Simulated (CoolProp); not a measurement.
Vapour-liquid equilibrium of acetone (1) + cyclohexane (2) at 1.13 MPa; x and y are mole fractions of (1).

Values from CoolProp's multi-fluid Helmholtz-energy mixture model, Lemmon 2006 and Zhou 2014; pair parameters Bell 2016.

Task: Give the bubble temperature and the first vapour's composition at x = 0.05, 0.5, 0.8. Is there an azeotrope?

Result: x = 0.05: 179.6 °C, y = 0.159; x = 0.5: 151.8 °C, y = 0.628; x = 0.8: 148.3 °C, y = 0.808. y crosses x between x = 0.8 and 0.95: the model has an azeotrope there.

The pair parameters rest on a limited set of measurements; away from them the model extrapolates.
